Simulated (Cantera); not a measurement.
Feed: 1 mol Fe3O4, a varied amount of CH4, 0.22 mol H2, equilibrated at 1623 K and 1.30 bar.

Cantera equilibrium calculation (NASA polynomials, part measured and part estimated; ideal gas, pure solids and liquids). Candidate condensed phases: C, C6H6, C7H8, C8H18, Fe, Fe(CO)5, FeO, Fe(OH)2, Fe(OH)3, Fe2O3, Fe3O4, H2O; 114 gas species. Mutual solubility and eutectic melting of coexisting phases are not modelled. The tables' stoichiometric FeO is somewhat more stable than real wüstite, so its field is too wide. FeO: taken at fixed stoichiometry. Kinetics and transport are ignored.

**Question.** Which condensed phases are stable at each of these points (n(CH4) (mol)): 0.56, 0.88, 1.2, 1.5, 1.9, 2.2, 2.5?

**Answer.** 
| n(CH4) (mol) | condensed phases | Fe condensed (%) |
|---|---|---|
| 0.56 | Fe(γ) + FeO(s) | 100.0 |
| 0.88 | Fe(γ) + FeO(s) | 100.0 |
| 1.2 | Fe(γ) + FeO(s) | 100.0 |
| 1.5 | Fe(γ) + FeO(s) | 100.0 |
| 1.9 | Fe(γ) + FeO(s) | 100.0 |
| 2.2 | Fe(γ) + FeO(s) | 100.0 |
| 2.5 | Fe(γ) | 100.0 |

From 0.56 mol CH4 to 2.2 mol CH4 the condensed part is Fe(γ) + FeO(s). At 2.5 mol CH4 the condensed part is Fe(γ).
